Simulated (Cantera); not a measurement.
Feed: 1 mol Si2H6, 4.9 mol H2O, 87 mol N2, equilibrated at 1.33 mbar.

Cantera equilibrium calculation (NASA polynomials, part measured and part estimated; ideal gas, pure solids and liquids). Candidate condensed phases: H2O, Si, SiO2, Si2N2O, Si3N4; 35 gas species. The feed counts by its element totals alone. Rates play no part.

### Question
At 700 K, list the 3 most abundant gas species with their mole fractions, and the condensed phases.

### Answer
N2 0.917, H2 0.0738, H2O 0.00948. Condensed: SiO2(α-quartz).
